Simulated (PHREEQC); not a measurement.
## Buffer: speciation

Solution (30 °C): 75 mmol/kgw HF, 13 mmol/kgw K2HPO4 and 2 mmol/kgw KCl. Closed to the air; pH follows from the charge balance.

Equilibrium calculation in PHREEQC: ion-association model, wateq4f.dat.

Each row changes one thing in this solution. Precipitation was switched off in this run.

```csv
case,pH,ionic strength (mol/kgw),HF (mol/kgw),F- (mol/kgw),H2PO4- (mol/kgw),HF2- (mol/kgw)
as made,2.67,0.0304,0.0450,0.0155,0.0101,0.00279
diluted 10-fold with water,2.94,0.00402,0.00465,0.00266,0.00111,4.92e-5
temperature from 30 to 35 °C,2.70,___,0.0462,0.0153,0.0101,0.00291
HF from 0.075 to 0.75 mol/kgw,1.87,0.0436,0.299,0.0167,0.00476,0.0201
KCl from 0.002 to 0.02 mol/kgw,2.66,0.0486,0.0449,0.0156,0.0102,0.00281
HF replaced by NaF at the same molality,9.16,0.113,___,0.0733,5.96e-5,1.80e-8
```

Problem. Complete the blanks.

Solution. 
- temperature from 30 to 35 °C, ionic strength (mol/kgw): 0.0303
- HF replaced by NaF at the same molality, HF (mol/kgw): 6.02e-8

Complexes and solids missing from the database can't appear. H3PO4, which wateq4f.dat lacks, is added to it with the constant of phreeqc.dat.
